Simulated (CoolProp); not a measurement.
Model: reference Helmholtz-energy equation of state, de Reuck 1990, in CoolProp.

Task: Give the vapour pressure (MPa), liquid density (kg/m³), vapour density (kg/m³), enthalpy of vaporisation (kJ/kg) of saturated fluorine at 74.8, 87.9 K.

Result: 
```json
[
 {"T (K)": "74.8", "p (MPa)": "0.0263", "liquid density (kg/m³)": "1570", "vapour density (kg/m³)": "1.63", "enthalpy of vaporisation (kJ/kg)": "183"},
 {"T (K)": "87.9", "p (MPa)": "0.139", "liquid density (kg/m³)": "1480", "vapour density (kg/m³)": "7.55", "enthalpy of vaporisation (kJ/kg)": "172"}
]
```
